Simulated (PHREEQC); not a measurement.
Solution (50 °C): 0.0011 mol/kgw NaOH and 0.017 mol/kgw K3PO4. Closed to the air; pH follows from the charge balance.

All values are PHREEQC results (ion-association model, phreeqc.dat), not measurements.

### Question
The ionic strength comes out as 0.0790 mol/kgw. What activity coefficients do PO4-3, KHPO4-, Na+, HPO4-2, K+ get?

### Answer
PO4-3 0.10, KHPO4- 0.79, Na+ 0.79, HPO4-2 0.39, K+ 0.77.

No solid was allowed to form. Away from 25 °C the constants follow the database's enthalpies or fits; those with neither stay at their 25 °C values.
